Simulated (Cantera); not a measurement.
# Gas-phase reforming

An isothermal, constant-pressure homogeneous reactor starts with CH4 : CO2 : H2 = 1 : 2.6 : 0.067 (molar parts), at 1798 K and 1.28 atm.

Computed with Cantera and GRI-Mech 3.0 (53 species, 325 reactions).

```tsv
t (s)	x CH4	x CO2	x H2	x OH	x CH2	x H2O
2.00e-5	0.271	0.709	0.0188	2.27e-7	1.24e-7	5.07e-5
5.49e-5	0.269	0.708	0.0204	4.57e-7	4.43e-7	0.000258
0.000151	0.256	0.702	0.0295	9.93e-7	9.89e-7	0.00144
0.000413	0.216	0.676	0.0649	2.01e-6	1.06e-6	0.00786
0.00113	0.153	0.609	0.118	3.55e-6	7.74e-7	0.0335
0.00311	0.0827	0.487	0.131	6.91e-6	7.01e-7	0.107
0.00854	0.0269	0.325	0.0923	1.44e-5	8.42e-7	0.215
0.0234	0.0110	0.232	0.101	1.66e-5	6.20e-7	0.232
0.0643	0.00844	0.174	0.140	1.18e-5	2.61e-7	0.205
0.176	0.00457	0.133	0.177	8.76e-6	7.95e-8	0.179
0.484	0.000800	0.117	0.196	7.58e-6	8.95e-9	0.168
1.33	6.25e-7	0.115	0.198	7.67e-6	6.33e-12	0.167
3.64	8.13e-9	0.115	0.198	7.67e-6	<1e-12	0.167
10.0	8.13e-9	0.115	0.198	7.67e-6	<1e-12	0.167
```
x: mole fraction; the columns are a selection and need not sum to one.

Equilibrium at this temperature and pressure: CH4 8.89e-9, CO2 0.115, H2 0.198, OH 7.67e-6, CH2 <1e-12, H2O 0.167 (gas phase only).
